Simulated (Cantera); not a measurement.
Input: 1 mol Si, 5.5 mol F₂, 0.35 mol N₂, held at 425 °C and 75.0 Torr.

These are equilibrium values from Cantera (NASA tables, ideal gas, pure condensed phases), not measurements of a reactor. Candidate condensed phases: Si, Si₃N₄; 16 gas species. The numbers say what is thermodynamically allowed, not how fast it happens.

Base state: F₂ 0.588, SiF₄ 0.241, NF₃ 0.168, F 0.00337, N₂ 0.000108 (mole fractions); condensed: gas only.

Problem. What changes in the equilibrium state with this change: temperature from 425 °C to 1250 °C?

Solution. 
| species | before | after |
|---|---|---|
| F | 0.00337 | 0.830 |
| SiF₄ | 0.241 | 0.121 |
| N₂ | 0.000108 | 0.0422 |
| F₂ | 0.588 | 0.00756 |
| NF₃ | 0.168 | 2.89e-8 |
